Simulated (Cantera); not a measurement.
PbO + H2 (hydrogen reduction and annealing atmospheres)

A closed system holds: 1 mol PbO, 110 mol H2, equilibrated at 1450 K.

These are equilibrium values from Cantera (NASA tables, ideal gas, pure condensed phases), not measurements of a reactor. Candidate condensed phases: H2O, Pb, PbO, PbO2, Pb3O4; 12 gas species. Equilibrium is a limit: real reactors are often held back by kinetics, nucleation or transport.

| P (Pa) | x H2 | x H2O | x Pb | x H | x Pb2 | x OH | x PbO | n Pb(l) |
|---|---|---|---|---|---|---|---|---|
| 10 | 0.981 | 0.00900 | 0.00900 | 0.000937 | 1.64e-10 | 2.06e-7 | 2.25e-8 | 0 |
| 52 | 0.982 | 0.00901 | 0.00901 | 0.000411 | 8.53e-10 | 9.04e-8 | 2.25e-8 | 0 |
| 270 | 0.982 | 0.00901 | 0.00901 | 0.000180 | 4.43e-9 | 3.97e-8 | 2.25e-8 | 0 |
| 1400 | 0.982 | 0.00901 | 0.00901 | 7.92e-5 | 2.30e-8 | 1.74e-8 | 2.25e-8 | 0 |
| 7200 | 0.982 | 0.00901 | 0.00901 | 3.49e-5 | 1.18e-7 | 7.68e-9 | 2.25e-8 | 0 |
| 37000 | 0.982 | 0.00901 | 0.00901 | 1.54e-5 | 6.07e-7 | 3.39e-9 | 2.25e-8 | 0 |
| 190000 | 0.983 | 0.00902 | 0.00784 | 6.80e-6 | 2.36e-6 | 1.50e-9 | 1.95e-8 | 0.130 |
| 1000000 | 0.989 | 0.00908 | 0.00149 | 2.97e-6 | 4.49e-7 | 6.54e-10 | 3.71e-9 | 0.836 |
x: gas mole fraction; n: condensed amount in mol.

From 10.0 Pa to 0.370 bar nothing is condensed. From 1.90 bar to 10.0 bar the condensed part is Pb(l). The main Pb-bearing gas is Pb throughout.
